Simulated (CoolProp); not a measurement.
Vapour pressure (MPa) of nitrogen: the reference equation beside estimates from Tc = 126.2 K, pc = 3.396 MPa, ω = 0.037. Clausius-Clapeyron is anchored at 95.2 K with a constant enthalpy of vaporisation of 4.791 kJ/mol.

The numbers come from the reference Helmholtz-energy equation of state, Span 2000 in CoolProp.

```tsv
T (K)	reference	Lee-Kesler	Clausius-Clapeyron	van der Waals	Soave-Redlich-Kwong
91.4	___	0.4059	0.4268	0.8083	0.4066
95.2	0.5489	0.5493	0.5489	0.9867	0.5519
98.9	0.7205	0.7209	___	1.183	0.7263
102.6	0.9279	0.9277	___	1.402	___
106.3	1.175	1.174	1.033	1.646	1.188
110	1.466	1.464	1.239	1.914	___
113.8	1.815	1.812	___	___	1.838
117.5	2.210	___	1.731	2.536	2.235
```

**Question.** Complete the blanks.

**Answer.** 
- 91.4, reference: 0.4056
- 98.9, Clausius-Clapeyron: 0.6883
- 102.6, Clausius-Clapeyron: 0.8493
- 102.6, Soave-Redlich-Kwong: 0.9372
- 110, Soave-Redlich-Kwong: 1.484
- 113.8, Clausius-Clapeyron: 1.476
- 113.8, van der Waals: 2.216
- 117.5, Lee-Kesler: 2.207

Absolute difference from the reference over all 8 rows, mean and median: Lee-Kesler 0.1 and 0.1 %, Clausius-Clapeyron 10.8 and 10.3 %, van der Waals 50.2 and 45.6 %, Soave-Redlich-Kwong 0.9 and 1.1 %.
